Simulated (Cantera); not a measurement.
An isothermal, constant-pressure homogeneous reactor starts with CH4 : H2 : H = 0.023 : 1 : 0.054 (molar parts), at 1373 K and 0.132 atm. Integrator tolerance rtol = 1e-08.

Computed with Cantera and GRI-Mech 3.0 (53 species, 325 reactions). GRI-Mech 3.0 stops at C3 and has no aromatics, soot or wall deposition, so with more carbon than oxygen in the feed, carbon stays in small species such as C2H2 where larger ones or solid carbon would form.

### Question
What does this change do: temperature 1373 to 1525 K?

### Answer
```csv
quantity,before,after
x(CH4) at 200 s,0.0187 (gas-phase equilibrium 0.0185),0.00711 (gas-phase equilibrium 0.00711)
x(H2) at 200 s,0.980 (gas-phase equilibrium 0.980),0.986 (gas-phase equilibrium 0.986)
x(H) at 200 s,9.05e-6 (gas-phase equilibrium 9.09e-6),6.48e-5 (gas-phase equilibrium 6.48e-5)
x(CH3) at 200 s,3.44e-6 (gas-phase equilibrium 3.43e-6),9.46e-6 (gas-phase equilibrium 9.46e-6)
x(C2H4) at 200 s,0.000202 (gas-phase equilibrium 0.000212),0.000204 (gas-phase equilibrium 0.000204)
```

### Question
What does this change do: temperature 1373 to 2223 K?

### Answer
```json
[
 {"quantity": "x(CH4) at 200 s", "before": "0.0187 (gas-phase equilibrium 0.0185)", "after": "6.06e-5 (gas-phase equilibrium 6.08e-5)"},
 {"quantity": "x(H2) at 200 s", "before": "0.980 (gas-phase equilibrium 0.980)", "after": "0.972 (gas-phase equilibrium 0.972)"},
 {"quantity": "x(H) at 200 s", "before": "9.05e-6 (gas-phase equilibrium 9.09e-6)", "after": "0.0174 (gas-phase equilibrium 0.0174)"},
 {"quantity": "x(CH3) at 200 s", "before": "3.44e-6 (gas-phase equilibrium 3.43e-6)", "after": "2.06e-5 (gas-phase equilibrium 2.07e-5)"},
 {"quantity": "x(C2H4) at 200 s", "before": "0.000202 (gas-phase equilibrium 0.000212)", "after": "3.00e-6 (gas-phase equilibrium 3.00e-6)"}
]
```

### Question
What does this change do: pressure from 0.132 atm to 0.385 atm?

### Answer
```
quantity                                             before                                    after
----------------  -----------------------------------------  ---------------------------------------
x(CH4) at 200 s       0.0187 (gas-phase equilibrium 0.0185)    0.0213 (gas-phase equilibrium 0.0213)
x(H2) at 200 s          0.980 (gas-phase equilibrium 0.980)      0.978 (gas-phase equilibrium 0.978)
x(H) at 200 s       9.05e-6 (gas-phase equilibrium 9.09e-6)  5.31e-6 (gas-phase equilibrium 5.31e-6)
x(CH3) at 200 s     3.44e-6 (gas-phase equilibrium 3.43e-6)  2.30e-6 (gas-phase equilibrium 2.30e-6)
x(C2H4) at 200 s  0.000202 (gas-phase equilibrium 0.000212)  9.54e-5 (gas-phase equilibrium 9.54e-5)
```
